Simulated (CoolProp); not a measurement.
Values from CoolProp's reference Helmholtz-energy equation of state, Gao 2016.

Problem. For sulfur dioxide, give the phase and the density (kg/m³), cv (kJ/(kg K)) at -16.05 °C and 0.884 MPa; 22.25 °C and 0.884 MPa.

Solution. 
- -16.05 °C and 0.884 MPa: liquid; density 1480, cv 0.825
- 22.25 °C and 0.884 MPa: liquid; density 1380, cv 0.811
